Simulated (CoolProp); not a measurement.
Vapour-liquid equilibrium of octamethyltrisiloxane (MDM) (1) + octamethylcyclotetrasiloxane (D4) (2) at 495.3 K; x and y are mole fractions of (1).

Computed with CoolProp (multi-fluid Helmholtz-energy mixture model, Thol 2017 and Thol 2015; pair parameters Bell 2016).

Give the bubble pressure and the first vapour's composition at x = 0.2, 0.35, 0.95. Is there an azeotrope?

x = 0.2: 0.3238 MPa, y = 0.269; x = 0.35: 0.3493 MPa, y = 0.437; x = 0.95: 0.4532 MPa, y = 0.964. No azeotrope shows between x = 0.05 and 0.95.

Pair parameters are fitted to limited data, so mixtures are less certain than the pure fluids.
